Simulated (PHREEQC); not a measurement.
Consider water at 80 °C with 0.027 mol CdSO4 and 0.044 mol H3BO3 per kg of water. Closed to the air; pH follows from the charge balance.

The numbers come from PHREEQC with the ion-association model, phreeqc.dat.

Precipitation was switched off in this run.

Estimate the pH.

pH 5.30.

In which forms is Cd present?

Cd+2 53 %, CdSO4 42 %, Cd(SO4)2-2 4.7 % of the Cd.

Species that the database lacks are ignored. At this temperature some constants are extrapolated from 25 °C, and those without enthalpy data are left unchanged.
